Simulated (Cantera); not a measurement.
Cantera with NASA thermochemical tables; ideal gases at 1 bar, condensed phases pure. Values are per mole of reaction as written; species without (g) are pure solids or liquids, kept so even where they would boil at 1 bar.

NO₂(g) + 4 TaO₂(g) → 2 Ta₂O₅ + N(g)

| T (K) | ΔH° (kJ) | ΔS° (J/K) | ΔG° (kJ) | log10 K |
|---|---|---|---|---|
| 2325 | -2357.6 | -580.3 | -1008.4 | 22.65 |
| 2375 | -2346.9 | -575.8 | -979.5 | 21.54 |
| 2425 | -2336.2 | -571.3 | -950.8 | 20.48 |
| 2475 | (withheld) | (withheld) | (withheld) | (withheld) |
| 2525 | -2314.9 | -562.7 | -894.1 | 18.50 |
| 2575 | -2304.3 | -558.5 | -866.1 | 17.57 |
| 2625 | -2293.7 | -554.5 | -838.2 | 16.68 |
| 2675 | -2283.1 | -550.5 | -810.6 | 15.83 |
| 2725 | -2272.5 | -546.5 | -783.2 | 15.01 |
| 2775 | (withheld) | (withheld) | (withheld) | (withheld) |
| 2825 | -2251.4 | -538.9 | -728.9 | 13.48 |

Some entries are withheld; supply them.


- 2475, ΔH° (kJ): -2325.5
- 2475, ΔS° (J/K): -567.0
- 2475, ΔG° (kJ): -922.3
- 2475, log10 K: 19.47
- 2775, ΔH° (kJ): -2262.0
- 2775, ΔS° (J/K): -542.7
- 2775, ΔG° (kJ): -755.9
- 2775, log10 K: 14.23
